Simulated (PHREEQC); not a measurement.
Make-up at 43 °C: 0.01 mol HF, 0.17 mol (CH3)4NF and 3.3e-05 mol H2SiF6 per kg of water. Closed to the air; pH follows from the charge balance.

Equilibrium calculation in PHREEQC: ion-association model, phreeqc.dat.

### Question
The ionic strength comes out as 0.170 mol/kgw. What activity coefficients do H+, F-, SiF6-2, HF2- get?

### Answer
H+ 0.80, F- 0.71, SiF6-2 0.30, HF2- 0.75.

This is a speciation only: nothing precipitates in the calculation. (CH3)4N+ isn't in the database: it is added as a free cation with an ion size of 4 Å. Constants without temperature data keep their 25 °C values here. SiF6-2 is the database's only silicon fluoride.
